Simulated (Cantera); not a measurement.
Charge: 1 mol c-C₄F₈, 0.02 mol CH₄, 7.3 mol H₂, held at 2200 K and 10.0 Torr.

These are equilibrium values from Cantera (NASA tables, ideal gas, pure condensed phases), not measurements of a reactor. Candidate condensed phases: C, C₆H₆, C₇H₈, C₈H₁₈; 95 gas species. The feed counts by its element totals alone. Equilibrium is a limit: real reactors are often held back by kinetics, nucleation or transport.

Task: What is the equilibrium state?

Result: 
```json
{
 "x(HF)": "0.696",
 "x(H₂)": "0.277",
 "x(H)": "0.0257",
 "x(C₂H₂ (acetylene))": "0.000710",
 "x(F)": "5.55e-5",
 "x(C₂H)": "2.28e-6",
 "n(C(graphite))": "4.00 mol",
 "gas_amount": "11.49 mol"
}
```
